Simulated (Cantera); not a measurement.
Cantera run:

```python
import numpy as np
import cantera as ct

gas_names = [...]  # 95 gases of nasa_gas.yaml made of C, F, H
cond_names = """
    C(gr) C6H6(L) C7H8(L) C8H18(L),n-octa
""".split()


# ... load() reads the species with a 1 bar reference pressure and builds the phases ...
atoms = {
    'CH2F2': {'C': 1, 'H': 2, 'F': 2},
    'F2': {'F': 2},
}
top_T = {'C(gr)': 4500}  # K; cautious upper limits of use, not melting points


# ... equilibrate(T, P, feed) seeds the gas with the atoms and calls Mixture.equilibrate('TP', solver="vcs", rtol=1e-11, max_steps=5000) ...
results = []
feed = {'CH2F2': 1, 'F2': 0.017}  # mol
P = 11  # Pa
for T in [1850, 2000, 2150, 2300, 2450, 2600, 2750, 2900, 3050, 3200]:
    mix = equilibrate(T, P, feed)
    results.append((T, P, feed, dict(zip(mix.species_names, mix.species_moles))))
    x = sorted(zip(gas.X, gas.species_names), reverse=True)
    print(f"T = {T:g} K  P = {P:g} Pa  gas = {mix.phase_moles(0):.4g} mol")
    print("   x: " + "  ".join(f"{s} {v:.3e}" for v, s in x if v > 1e-05))
    print("   condensed (mol): " + ("  ".join(f"{mix.phase(i).name} {mix.phase_moles(i):.4g}"
          for i in range(1, mix.n_phases) if mix.phase_moles(i) > 1e-12) or "none"))
```

It prints:

```
T = 1850 K  P = 11 Pa  gas = 2.032 mol
   x: HF 9.844e-01  F 1.439e-02  CF2 1.140e-03  H 3.841e-05  CF 2.989e-05  CF4 1.696e-05
   condensed (mol): C(gr) 0.9976
T = 2000 K  P = 11 Pa  gas = 2.035 mol
   x: HF 9.824e-01  F 1.671e-02  H 5.813e-04  CF2 2.682e-04  CF 7.753e-05  H2 1.405e-05
   condensed (mol): C(gr) 0.9993
T = 2150 K  P = 11 Pa  gas = 2.045 mol
   x: HF 9.725e-01  F 2.179e-02  H 5.230e-03  CF 2.009e-04  H2 1.691e-04  CF2 1.010e-04
   condensed (mol): C(gr) 0.9993
T = 2300 K  P = 11 Pa  gas = 2.085 mol
   x: HF 9.346e-01  F 4.023e-02  H 2.347e-02  CF 6.705e-04  H2 6.471e-04  C3 1.520e-04  CF2 9.229e-05  C 7.605e-05  C2 1.350e-05
   condensed (mol): C(gr) 0.9972
T = 2450 K  P = 11 Pa  gas = 2.192 mol
   x: HF 8.421e-01  F 8.334e-02  H 6.783e-02  CF 2.326e-03  C3 2.042e-03  H2 1.254e-03  C 7.502e-04  C2 1.864e-04  CF2 1.241e-04  C2H 3.813e-05  C2H2,acetylene 1.094e-05
   condensed (mol): C(gr) 0.9785
T = 2600 K  P = 11 Pa  gas = 2.475 mol
   x: HF 6.559e-01  F 1.587e-01  H 1.486e-01  C3 2.013e-02  CF 6.958e-03  C 5.672e-03  C2 1.891e-03  H2 1.649e-03  C2H 2.121e-04  CF2 1.605e-04  C5 9.108e-05  C2H2,acetylene 2.675e-05  C4 1.841e-05
   condensed (mol): C(gr) 0.807
T = 2750 K  P = 11 Pa  gas = 3.214 mol
   x: HF 3.741e-01  F 2.455e-01  H 2.448e-01  C3 8.226e-02  C 2.789e-02  CF 1.304e-02  C2 9.790e-03  H2 1.409e-03  C2H 5.272e-04  C5 4.351e-04  CF2 1.242e-04  C4 1.040e-04  C2H2,acetylene 2.617e-05
   condensed (mol): none
T = 2900 K  P = 11 Pa  gas = 3.829 mol
   x: H 3.367e-01  F 3.358e-01  HF 1.834e-01  C 6.548e-02  C3 5.174e-02  C2 1.355e-02  CF 1.191e-02  H2 9.437e-04  C2H 3.323e-04  C5 1.002e-04  C4 4.952e-05  CF2 4.744e-05  CH 1.124e-05
   condensed (mol): none
T = 3050 K  P = 11 Pa  gas = 4.426 mol
   x: F 3.814e-01  H 3.808e-01  C 1.229e-01  HF 7.000e-02  C3 2.234e-02  C2 1.372e-02  CF 8.164e-03  H2 4.729e-04  C2H 1.406e-04  C4 1.452e-05  C5 1.325e-05  CF2 1.269e-05  CH 1.161e-05
   condensed (mol): none
T = 3200 K  P = 11 Pa  gas = 4.803 mol
   x: F 3.945e-01  H 3.912e-01  C 1.714e-01  HF 2.472e-02  C2 8.611e-03  C3 5.097e-03  CF 4.205e-03  H2 2.132e-04  C2H 3.681e-05
   condensed (mol): none
```

These are equilibrium values from Cantera (NASA tables, ideal gas, pure condensed phases), not measurements of a reactor.
